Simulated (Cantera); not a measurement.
Input (Python, Cantera) and output of one run.

```python
import numpy as np
import cantera as ct

gas_names = """
    C CH CH2 CH3 CH2OH CH3O CH4 CH3OH CN CO CO2 COOH C2 C2H CHCO,ketyl C2H2,acetylene C2H2,vinylidene
    CH2CO,ketene C2H3,vinyl CH3CN CH3CO,acetyl C2H4 C2H4O,ethylen CH3CHO,ethanal CH3COOH (HCOOH)2 C2H5
    C2H6 CH3OCH3 C2H5OH CCN CNC C2N2 C2O C3 C3H3,propargyl C3H4,allene C3H4,propyne C3H4,cyclo-
    C3H5,allyl C3H6,propylene C3H6,cyclo- C3H6O C3H7,n-propyl C3H7,i-propyl C3H8 C3H8O,1propanol
    C3H8O,2propanol C3O2 C4 C4H2 C4H4,1,3-cyclo- C4H6,butadiene C4H6,2-butyne C4H6,cyclo- C4H8,1-butene
    C4H8,cis2-buten C4H8,tr2-butene C4H8,isobutene C4H8,cyclo- (CH3COOH)2 C4H9,n-butyl C4H9,i-butyl
    C4H9,s-butyl C4H9,t-butyl C4H10,isobutane C4H10,n-butane C4N2 C5 C5H6,1,3cyclo- C5H8,cyclo-
    C5H10,1-pentene C5H10,cyclo- C5H11,pentyl C5H11,t-pentyl C5H12,n-pentane C5H12,i-pentane
    CH3C(CH3)2CH3 C6H2 C6H5,phenyl C6H5O,phenoxy C6H6 C6H5OH,phenol C6H10,cyclo- C6H12,1-hexene
    C6H12,cyclo- C6H13,n-hexyl C7H7,benzyl C7H8 C7H8O,cresol C7H14,1-heptene C7H15,n-heptyl
    C7H16,n-heptane C8H8,styrene C8H10,ethylbenz C8H16,1-octene C8H17,n-octyl C8H18,isooctane
    C8H18,n-octane C9H19,n-nonyl C10H8,naphthale C10H21,n-decyl C12H9,o-bipheny C12H10,bipheny H HCN HCO
    HCCN HNC HNCO HNO HNO2 HNO3 HO2 H2 HCHO,formaldehy HCOOH H2O H2O2 N NCO NH NH2 NH3 NH2OH NO NO2 NO3
    N2 N2H2 N2H4 N2O O OH O2 O3 Si SiC SiC2 SiC4H12 SiH SiH2 SiH3 SiH4 SiN SiO SiO2 Si2 Si2C Si2N Si3
""".split()
cond_names = """
    C(gr) C6H6(L) C7H8(L) C8H18(L),n-octa H2O(s) H2O(L) Si(cr) Si(L) SiC(b) SiO2(Lqz) SiO2(hqz) SiO2(L)
    Si2N2O(s) Si3N4(a)
""".split()


def load(file, names, dense=False):
    # The tables refer to 1 bar. Condensed volumes are neglected.
    table = {s.name: s for s in ct.Species.list_from_file(file)}
    out = []
    for n in names:
        d = dict(table[n].input_data)
        d["thermo"] = dict(d["thermo"], **{"reference-pressure": 1e5})
        if dense:
            d["equation-of-state"] = {"model": "constant-volume", "density": "1e6 g/cm^3"}
        out.append(ct.Species.from_dict(d))
    return out


gas = ct.Solution(thermo="ideal-gas", species=load("nasa_gas.yaml", gas_names))
cond = {s.name: ct.Solution(thermo="fixed-stoichiometry", species=[s], name=s.name)
        for s in load("nasa_condensed.yaml", cond_names, dense=True)}
atoms = {
    'Si': {'Si': 1},
    'CO2': {'C': 1, 'O': 2},
    'H2': {'H': 2},
    'N2O': {'N': 2, 'O': 1},
}
top_T = {'C(gr)': 4500, 'SiC(b)': 3050, 'Si2N2O(s)': 2100, 'Si3N4(a)': 2400}  # K; cautious upper limits of use, not melting points


def equilibrate(T, P, feed):
    n = {}
    for name, mol in feed.items():
        for a, k in atoms[name].items():
            n[a] = n.get(a, 0.0) + k * mol
    gas.TPX = T, P, n
    mass = sum(n.values()) * gas.mean_molecular_weight
    gas.equilibrate("TP")
    valid = [c for c in cond.values() if c.min_temp <= T <= top_T.get(c.name, c.max_temp)]
    mix = ct.Mixture([(gas, mass / gas.mean_molecular_weight)] + [(c, 0.0) for c in valid])
    mix.T, mix.P = T, P
    mix.equilibrate("TP", solver="vcs", rtol=1e-11, max_steps=5000)
    return mix


results = []
feed = {'Si': 1, 'CO2': 0.017, 'H2': 22, 'N2O': 0.19}  # mol
P = 1333.22  # Pa
for T in [1073, 1123, 1173, 1223, 1273, 1323, 1373, 1423]:
    mix = equilibrate(T, P, feed)
    results.append((T, P, feed, dict(zip(mix.species_names, mix.species_moles))))
    x = sorted(zip(gas.X, gas.species_names), reverse=True)
    print(f"T = {T:g} K  P = {P:g} Pa  gas = {mix.phase_moles(0):.4g} mol")
    print("   x: " + "  ".join(f"{s} {v:.3e}" for v, s in x if v > 0.0001))
    print("   condensed (mol): " + ("  ".join(f"{mix.phase(i).name} {mix.phase_moles(i):.4g}"
          for i in range(1, mix.n_phases) if mix.phase_moles(i) > 1e-12) or "none"))
```

Output:

```
T = 1073 K  P = 1333.22 Pa  gas = 22 mol
   x: H2 1.000e+00
   condensed (mol): Si(cr) 0.586  SiC(b) 0.01699  SiO2(hqz) 0.01699  Si2N2O(s) 0.19
T = 1123 K  P = 1333.22 Pa  gas = 22 mol
   x: H2 1.000e+00
   condensed (mol): Si(cr) 0.586  SiC(b) 0.01699  SiO2(hqz) 0.01696  Si2N2O(s) 0.19
T = 1173 K  P = 1333.22 Pa  gas = 22 mol
   x: H2 1.000e+00
   condensed (mol): Si(cr) 0.5858  SiC(b) 0.01699  SiO2(hqz) 0.0168  Si2N2O(s) 0.19
T = 1223 K  P = 1333.22 Pa  gas = 22 mol
   x: H2 9.999e-01
   condensed (mol): Si(cr) 0.5852  SiC(b) 0.01698  SiO2(hqz) 0.01615  Si2N2O(s) 0.19
T = 1273 K  P = 1333.22 Pa  gas = 22.01 mol
   x: H2 9.997e-01  SiO 2.910e-04
   condensed (mol): Si(cr) 0.5829  SiC(b) 0.01693  SiO2(hqz) 0.01376  Si2N2O(s) 0.19
T = 1323 K  P = 1333.22 Pa  gas = 22.02 mol
   x: H2 9.990e-01  SiO 9.919e-04
   condensed (mol): Si(cr) 0.5755  SiC(b) 0.01671  SiO2(hqz) 0.005931  Si2N2O(s) 0.19
T = 1373 K  P = 1333.22 Pa  gas = 22.03 mol
   x: H2 9.984e-01  SiO 1.518e-03
   condensed (mol): Si(cr) 0.5701  SiC(b) 0.01644  Si2N2O(s) 0.19
T = 1423 K  P = 1333.22 Pa  gas = 22.03 mol
   x: H2 9.984e-01  SiO 1.516e-03
   condensed (mol): Si(cr) 0.5704  SiC(b) 0.01632  Si2N2O(s) 0.1899
```

Equilibrium computed with Cantera from the NASA thermochemical tables; the gas is ideal and each condensed phase is pure. Mutual solubility and eutectic melting of coexisting phases are not modelled. The tables hold silica as quartz up to 1696 K and as liquid above; real silica turns to tridymite and cristobalite and melts near 1996 K.
